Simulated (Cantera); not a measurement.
Charge: 1 mol C3H6, 0.062 mol CO2, 35 mol N2, equilibrated at 0.133 bar.

Method: chemical equilibrium by Gibbs-energy minimisation in Cantera with the NASA 1993 tables (ideal gas, pure condensed phases). Candidate condensed phases: C, C6H6, C7H8, C8H18, H2O; 136 gas species. Equilibrium is a limit: real reactors are often held back by kinetics, nucleation or transport.

x: gas mole fraction; n: condensed amount in mol.

```
T (K)   x N2    x H2     x HCN     x CO       x H     x HNC  n C(graphite)
-----  -----  ------  --------  -------  --------  --------  -------------
1048   0.918  0.0786   2.90e-6  0.00325   5.93e-9   5.99e-9           2.94
1148   0.918  0.0786   1.10e-5  0.00325   5.50e-8   4.15e-8           2.94
1248   0.918  0.0787   3.34e-5  0.00325   3.59e-7   2.11e-7           2.94
1348   0.918  0.0786   8.60e-5  0.00325   1.78e-6   8.39e-7           2.93
1448   0.918  0.0786  0.000194  0.00325   7.08e-6   2.75e-6           2.93
1548   0.918  0.0785         ?  0.00325         ?         ?           2.92
1648   0.918  0.0783  0.000732  0.00325   6.82e-5   1.91e-5           2.91
1748   0.917  0.0779         ?  0.00325         ?         ?           2.89
1848   0.917  0.0774   0.00205  0.00325  0.000404   8.66e-5           2.85
1948   0.916  0.0765   0.00316  0.00325  0.000856  0.000163           2.81
2048   0.915  0.0752   0.00465  0.00325   0.00168  0.000288           2.74
```

Question: What belongs in the gaps?

Answer: 
- 1748, x HCN: 0.00126
- 1748, x H: 0.000175
- 1748, x HNC: 4.25e-5
- 1548, x HCN: 0.000394
- 1548, x H: 2.36e-5
- 1548, x HNC: 7.73e-6
